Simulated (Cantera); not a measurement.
# Gas-phase reforming

A perfectly stirred reactor is fed with 27.0 % CH4, 45.9 % CO2, 27.0 % H2, at 4650 Torr; it is held at 1425 K, and followed from long to short residence time.

Cantera simulation using GRI-Mech 3.0 (53 species, 325 reactions); the numbers are that mechanism's predictions, not measurements.

```json
[
 {"τ (s)": "28", "x CH4": "0.131", "x CO2": "0.142", "x H2": "0.199", "x C2H4": "0.0102", "x O": "<1e-12"},
 {"τ (s)": "6.7", "x CH4": "0.146", "x CO2": "0.178", "x H2": "0.171", "x C2H4": "0.0147", "x O": "<1e-12"},
 {"τ (s)": "1.6", "x CH4": "0.177", "x CO2": "0.239", "x H2": "0.168", "x C2H4": "0.0141", "x O": "<1e-12"},
 {"τ (s)": "0.38", "x CH4": "0.229", "x CO2": "0.346", "x H2": "0.205", "x C2H4": "0.00773", "x O": "<1e-12"},
 {"τ (s)": "0.091", "x CH4": "0.258", "x CO2": "0.424", "x H2": "0.248", "x C2H4": "0.00278", "x O": "<1e-12"},
 {"τ (s)": "0.022", "x CH4": "0.267", "x CO2": "0.450", "x H2": "0.264", "x C2H4": "0.000853", "x O": "<1e-12"},
 {"τ (s)": "0.0051", "x CH4": "0.270", "x CO2": "0.457", "x H2": "0.269", "x C2H4": "0.000185", "x O": "<1e-12"}
]
```
x: mole fraction; the columns are a selection and need not sum to one.
